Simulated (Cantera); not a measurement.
# Transport properties of process gases

Gas mixture: 100 % C2H2, at 0.100 bar, frozen composition.

Cantera's kinetic-theory transport with the Lennard-Jones parameters of GRI-Mech 3.0, ideal gas; thermal conductivity in the mixture-averaged form. The composition is frozen, though it would react at the higher temperatures.

```tsv
T (K)	ρ (kg/m³)	cp (J/kg/K)	μ (µPa s)	λ (mW/m/K)	Pr	D (cm²/s) N2	D (cm²/s) O	D (cm²/s) OH
400	0.0783	1931	13.6	35.7	0.734	2.84	4.33	4.25
600	0.0522	2232	18.9	57.2	0.737	5.78	8.76	8.59
800	0.0391	2436	23.4	77.7	0.734	9.45	14.3	14.0
1000	0.0313	2608	27.4	97.4	0.734	13.8	20.8	20.4
1200	0.0261	2752	31.1	116	0.734	18.7	28.2	27.7
1400	0.0224	2870	34.5	135	0.734	24.2	36.5	35.8
1600	0.0196	2966	37.7	152	0.733	30.2	45.5	44.7
1800	0.0174	3045	40.7	169	0.732	36.8	55.4	54.4
2000	0.0157	3110	43.7	186	0.731	43.8	66.0	64.7
```
D: mixture-averaged diffusion coefficient of that species in the mixture.
